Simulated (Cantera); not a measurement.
Input: 1 mol B2O3, 15 mol H2O, 5.5 mol H2, held at 1330 Pa.

Equilibrium computed with Cantera from the NASA thermochemical tables; the gas is ideal and each condensed phase is pure. Candidate condensed phases: B, B2O3, B3O3H3, H2O; 23 gas species. Gases not in the tables: H3BO3. Equilibrium is a limit: real reactors are often held back by kinetics, nucleation or transport. All values below are at 1302 °C.

Base state: H2O 0.652, H2 0.256, HBO2 0.0918, B2O3 0.000581, H 0.000182, HBO 3.06e-5, OH 1.69e-5 (mole fractions); condensed: gas only.

**Question.** What changes in the equilibrium state with this change: pressure from 1330 Pa to 24000 Pa?

**Answer.** 
```tsv
species	before	after
H2O	0.652	0.665
H2	0.256	0.258
HBO2	0.0918	0.0758
(HBO2)3	5.61e-6	0.00102
H	0.000182	4.31e-5
B2O3(l), mol	0	0.151
```
